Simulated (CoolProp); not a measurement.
Methane along the isotherm 24.25 °C: Z from the reference equation and from simpler models built on Tc = -82.6 °C, pc = 45.99 bar, ω = 0.011; each cubic takes its own stable root.

Model: reference Helmholtz-energy equation of state, Setzmann 1991, in CoolProp.

| p (bar) | phase | reference |
|---|---|---|
| 4.31 | gas | 0.9925 |
| 8.62 | gas | 0.9850 |
| 12.9 | gas | 0.9777 |
| 17.2 | gas | 0.9703 |
| 21.6 | gas | 0.9629 |
| 25.9 | gas | 0.9556 |
| 30.2 | gas | 0.9485 |
| 34.5 | gas | 0.9414 |
| 38.8 | gas | 0.9344 |
| 43.1 | gas | 0.9275 |
| 47.4 | supercritical | 0.9207 |
| 51.7 | supercritical | 0.9140 |
| 56.1 | supercritical | 0.9073 |
| 60.4 | supercritical | 0.9009 |
| 64.7 | supercritical | 0.8946 |
| 69 | supercritical | 0.8885 |

Question: How far does each simpler model (Pitzer virial, van der Waals, Redlich-Kwong, Soave-Redlich-Kwong, Peng-Robinson) lie from the reference over these 16 states: mean and median of the absolute difference, and the worst?

Answer: 
- Pitzer virial: mean 0.2 %, median 0.1 %, worst -0.7 % at 24.25 °C and 69 bar
- van der Waals: mean 1.5 %, median 1.4 %, worst -3.2 % at 24.25 °C and 69 bar
- Redlich-Kwong: mean 0.2 %, median 0.3 %, worst -0.3 % at 24.25 °C and 51.7 bar
- Soave-Redlich-Kwong: mean 0.3 %, median 0.3 %, worst +0.9 % at 24.25 °C and 69 bar
- Peng-Robinson: mean 1.5 %, median 1.6 %, worst -2.4 % at 24.25 °C and 69 bar
